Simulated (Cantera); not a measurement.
Charge: 1 mol SiH2Cl2, 160 mol H2, at 850 K.

Method: chemical equilibrium by Gibbs-energy minimisation in Cantera with the NASA 1993 tables (ideal gas, pure condensed phases). Candidate condensed phases: Si; 19 gas species. The tables' values for SiCl3 are old estimates; treat these amounts as uncertain. Rates play no part.

log p: log10 of the partial pressure in bar; n: condensed amount in mol.

```csv
P (Pa),log p H2,log p HCl,log p SiHCl3,log p SiCl4,log p SiH2Cl2,log p SiCl2,log p SiCl3,n Si(s)
100,-3.00,-5.28,-6.35,-5.85,-7.90,-7.49,-7.59,0.688
260,-2.59,-4.96,-5.80,-5.39,-7.26,-7.26,-7.25,0.641
670,-2.18,-4.65,-5.27,-4.96,-6.63,-7.05,-6.93,0.598
1700,-1.77,-4.35,-4.76,-4.56,-6.03,-6.84,-6.63,0.561
4500,[?],[?],[?],[?],[?],[?],-6.32,0.524
12000,-0.92,-3.72,-3.74,-3.75,-4.78,-6.44,-6.02,0.490
30000,-0.52,-3.43,-3.27,-3.40,-4.20,-6.26,-5.76,0.460
77000,[?],[?],[?],[?],[?],[?],-5.49,0.429
200000,0.30,-2.85,-2.34,-2.71,-3.03,-5.92,-5.24,0.397
```

Problem. Some entries are withheld; supply them.

Solution. 
- 77000, log p H2: -0.12
- 77000, log p HCl: -3.14
- 77000, log p SiHCl3: -2.80
- 77000, log p SiCl4: -3.05
- 77000, log p SiH2Cl2: -3.62
- 77000, log p SiCl2: -6.09
- 4500, log p H2: -1.35
- 4500, log p HCl: -4.03
- 4500, log p SiHCl3: -4.25
- 4500, log p SiCl4: -4.15
- 4500, log p SiH2Cl2: -5.40
- 4500, log p SiCl2: -6.64
